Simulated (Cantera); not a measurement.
A perfectly stirred reactor is fed with CH₄ : N₂ = 1 : 25 (molar parts), at 35000 Pa; it is held at 1823 K, and followed from long to short residence time.

Model: GRI-Mech 3.0 (53 species, 325 reactions), integrated in Cantera. GRI-Mech 3.0 stops at C3 and has no aromatics, soot or wall deposition, so with more carbon than oxygen in the feed, carbon stays in small species such as C2H2 where larger ones or solid carbon would form.

One state of this run: x CH₄ = 0.00229; x C₂H = 4.76e-7; x C₂H₆ = 5.63e-7; x HCN = 7.00e-5; x CH₃ = 0.000130. x: mole fraction; the columns are a selection and need not sum to one.

Task: Which value of τ (s) does it belong to?
A. 0.47
B. 0.014
C. 0.0010
D. 0.0060

Result: A, 0.47
